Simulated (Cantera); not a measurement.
**Adiabatic ignition**

An adiabatic, constant-volume homogeneous reactor starts with 23.7 % H2, 16.0 % O2, 60.2 % N2, at 973 K and 500000 Pa.

Detailed kinetics in Cantera: GRI-Mech 3.0 (53 species, 325 reactions). The hydrogen kinetics of GRI-Mech 3.0 are dated; newer H2 mechanisms differ, most at raised pressure.

```
t (s)     T (K)  P (bar)     x H2    x O2    x NO    x H2O2       x H     x H2O
--------  -----  -------  -------  ------  ------  --------  --------  --------
8.00e-6     973     5.00    0.237   0.160  <1e-12  2.88e-12  2.50e-11  1.39e-10
1.94e-5     973     5.00    0.237   0.160  <1e-12  1.77e-11  2.55e-11  3.63e-10
4.72e-5     973     5.00    0.237   0.160  <1e-12  1.08e-10  2.65e-11  9.23e-10
0.000115    973     5.00    0.237   0.160  <1e-12  6.33e-10  2.92e-11   2.39e-9
0.000279    973     5.00    0.237   0.160  <1e-12   3.75e-9  3.62e-11   6.71e-9
0.000678    973     5.00    0.237   0.160  <1e-12   2.23e-8  5.69e-11   2.34e-8
0.00165     973     5.00    0.237   0.160  <1e-12   1.42e-7  1.37e-10   1.30e-7
0.00400     973     5.00    0.237   0.160  <1e-12   1.30e-6  7.11e-10   1.51e-6
0.00972     974     5.00    0.237   0.160  <1e-12   2.70e-5   8.55e-9   4.92e-5
0.0236     1046     5.35    0.230   0.157  <1e-12  0.000895   1.62e-6   0.00685
0.0574     2820     12.9  0.00836  0.0378  0.0148   2.24e-6   0.00225     0.247
0.139      2820     12.9  0.00836  0.0378  0.0148   2.24e-6   0.00225     0.247
0.339      2820     12.9  0.00836  0.0378  0.0148   2.24e-6   0.00225     0.247
0.823      2820     12.9  0.00836  0.0378  0.0148   2.24e-6   0.00225     0.247
2.00       2820     12.9  0.00836  0.0378  0.0148   2.24e-6   0.00225     0.247
```
x: mole fraction; the columns are a selection and need not sum to one.

```json
{
 "time_of_steepest_temperature_rise": "24.0 ms",
 "temperature at 2.00 s": "2820 K",
 "equilibrium_temperature": "2820 K",
 "x(H2) at 2.00 s": "0.00836 (gas-phase equilibrium 0.00836)",
 "x(O2) at 2.00 s": "0.0378 (gas-phase equilibrium 0.0378)",
 "x(NO) at 2.00 s": "0.0148 (gas-phase equilibrium 0.0148)"
}
```
